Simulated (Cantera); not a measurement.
What does this Cantera script print?

```python
import numpy as np
import cantera as ct

gas_names = """
    H HO2 H2 H2O H2O2 Nb NbO NbO2 O OH O2 O3
""".split()
cond_names = """
    H2O(s) H2O(L) Nb(cr) Nb(L) NbO(s) NbO(L) NbO2(I) NbO2(II) NbO2(III) NbO2(L) Nb2O5(s) Nb2O5(L)
""".split()


# ... load() reads the species with a 1 bar reference pressure and builds the phases ...
atoms = {
    'Nb': {'Nb': 1},
    'O2': {'O': 2},
    'H2': {'H': 2},
}
top_T = {}  # K; cautious upper limits of use, not melting points


# ... equilibrate(T, P, feed) seeds the gas with the atoms and calls Mixture.equilibrate('TP', solver="vcs", rtol=1e-11, max_steps=5000) ...
results = []
feed = {'Nb': 1, 'O2': 0.28, 'H2': 410}  # mol
P = 133.322  # Pa
for T in [900, 1100, 1300, 1500, 1700, 1900, 2100, 2300]:
    mix = equilibrate(T, P, feed)
    results.append((T, P, feed, dict(zip(mix.species_names, mix.species_moles))))

top = {s: max(r[3][s] / sum(r[3][g] for g in gas_names) for r in results) for s in gas_names}
cols = sorted((s for s in top if top[s] > 1e-06), key=lambda s: -top[s])[:9]
seen = [c for c in cond_names if any(r[3].get(c, 0) > 1e-12 for r in results)]
print("log10 of partial pressures in bar; condensed amounts in mol")
print(f"{'T/K':>10s}" + "".join(f"{s[:9]:>10s}" for s in cols + seen))
for T, P, feed, n in results:
    ng = sum(n[g] for g in gas_names)
    print(f"{T:10.4g}" + "".join(f"{np.log10(max(n[s] / ng * P / 1e5, 1e-99)):10.3f}" for s in cols)
          + "".join(f"{n.get(c, 0):10.4g}" for c in seen))
```

Result:

```
log10 of partial pressures in bar; condensed amounts in mol
       T/K        H2         H       H2O       NbO      NbO2        OH         O        Nb    Nb(cr)    NbO(s)
       900    -2.875   -11.370   -10.963   -26.082   -26.099   -22.485   -30.851   -34.641      0.44      0.56
      1100    -2.875    -9.025    -9.184   -19.652   -19.473   -17.684   -23.792   -26.896    0.4402    0.5598
      1300    -2.875    -7.394    -7.970   -15.223   -14.915   -14.373   -18.909   -21.538    0.4433    0.5567
      1500    -2.875    -6.192    -7.093   -11.994   -11.598   -11.954   -15.332   -17.613    0.4649    0.5351
      1700    -2.877    -5.270    -6.432    -9.541    -9.082   -10.112   -12.602   -14.616    0.5542    0.4454
      1900    -2.885    -4.543    -5.924    -7.617    -7.113    -8.668   -10.450   -12.254    0.8348    0.1337
      2100    -2.913    -3.963    -6.045    -6.577    -6.545    -8.020    -9.217   -10.346    0.8237         0
      2300    -2.990    -3.509    -6.519    -6.043    -6.719    -7.830    -8.515    -8.774    0.6176         0
```

Cantera equilibrium calculation (NASA polynomials, part measured and part estimated; ideal gas, pure solids and liquids). Mutual solubility and eutectic melting of coexisting phases are not modelled. NbO: taken at fixed stoichiometry. Condensed phases not in the tables: N, O or C dissolved in the metal.
